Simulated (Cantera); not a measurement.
Feed: 1 mol Hg, 0.12 mol H2, 4.4 mol N2, at 523 K and 0.100 bar.

Equilibrium computed with Cantera from the NASA thermochemical tables; the gas is ideal and each condensed phase is pure. Candidate condensed phases: Hg; 10 gas species. Kinetics and transport are ignored.

Base state: N2 0.797, Hg 0.181, H2 0.0217, NH3 5.32e-5 (mole fractions); condensed: gas only.

Question: What changes in the equilibrium state with this change: H2 from 0.12 to 8.3 mol?

Answer: 
```json
[
 {"species": "H2", "before": "0.0217", "after": "0.601"},
 {"species": "N2", "before": "0.797", "after": "0.320"},
 {"species": "Hg", "before": "0.181", "after": "0.0734"},
 {"species": "NH3", "before": "5.32e-5", "after": "0.00493"}
]
```

Question: What changes in the equilibrium state with this change: H2 from 0.12 to 3.9 mol?

Answer: 
```csv
species,before,after
N2,0.797,0.473
H2,0.0217,0.416
Hg,0.181,0.108
NH3,5.32e-5,0.00344
```

Question: What changes in the equilibrium state with this change: Hg replaced by HgO?

Answer: 
```json
[
 {"species": "N2", "before": "0.797", "after": "0.944"},
 {"species": "Hg", "before": "0.181", "after": "0.0288"},
 {"species": "H2O", "before": "0", "after": "0.0257"},
 {"species": "H2", "before": "0.0217", "after": "<1e-9"},
 {"species": "O2", "before": "0", "after": "0.00153"},
 {"species": "NH3", "before": "5.32e-5", "after": "<1e-9"},
 {"species": "HgO(s), mol", "before": "0", "after": "0.866"}
]
```
Further candidate phases: H2O, HgO.
